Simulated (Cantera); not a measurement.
Mixture: CH₄ : O₂ : N₂ : CO₂ = 1 : 2.63 : 9.89 : 0.93 (molar parts), equivalence ratio 0.76, at 7500 Torr, adiabatic and at constant pressure. Ignition delay is the time to a rise of 400 K.

Detailed kinetics in Cantera: GRI-Mech 3.0 (53 species, 325 reactions).

### Question
What does this change do: CH4 1 to 1.4 parts?

### Answer
| quantity | before | after |
|---|---|---|
| delay at 1050 K | 35.5 ms | 40.2 ms |
| delay at 1100 K | 16.8 ms | 19.4 ms |
| delay at 1150 K | 8.53 ms | 9.92 ms |
| delay at 1200 K | 4.53 ms | 5.30 ms |
| delay at 1250 K | 2.50 ms | 2.93 ms |
| delay at 1300 K | 1.42 ms | 1.66 ms |
| delay at 1350 K | 0.827 ms | 0.966 ms |
| apparent activation energy between 1250 and 1350 K | 160 kJ/mol | 160 kJ/mol |

### Question
What does this change do: constant volume in place of constant pressure?

### Answer
```tsv
quantity	before	after
delay at 1050 K	35.5 ms	34.5 ms
delay at 1100 K	16.8 ms	16.3 ms
delay at 1150 K	8.53 ms	8.23 ms
delay at 1200 K	4.53 ms	4.35 ms
delay at 1250 K	2.50 ms	2.39 ms
delay at 1300 K	1.42 ms	1.35 ms
delay at 1350 K	0.827 ms	0.784 ms
apparent activation energy between 1250 and 1350 K	160 kJ/mol	160 kJ/mol
```
